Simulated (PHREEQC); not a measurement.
Make-up at 60 °C: 0.026 mol NaOH, 0.0064 mol K2SiO3 and 0.00053 mol Na2CO3 per kg of water. Closed to the air; pH follows from the charge balance.

All values are PHREEQC results (ion-association model, wateq4f.dat), not measurements.

| quantity | before | after |
|---|---|---|
| pH | 11.44 | 11.95 |
| H3SiO4- (mol/kgw) | 0.00527 | 0.00510 |
| H2SiO4-2 (mol/kgw) | 0.00109 | 0.00128 |
| NaCO3- (mol/kgw) | 0.000279 | 0.000175 |
| CO3-2 (mol/kgw) | 0.000244 | 0.000351 |
| SI of Quartz (SiO2) | -0.88 | -0.93 |

Problem. Name the change that produced these shifts.
A) temperature from 60 to 85 °C
B) K2SiO3 from 0.0064 to 0.0096 mol/kgw
C) Na2CO3 from 0.00053 to 0.00106 mol/kgw
D) temperature from 60 to 40 °C
E) NaOH from 0.026 to 0.0026 mol/kgw

Solution. D, temperature from 60 to 40 °C

No solid was allowed to form. Constants without temperature data keep their 25 °C values here.
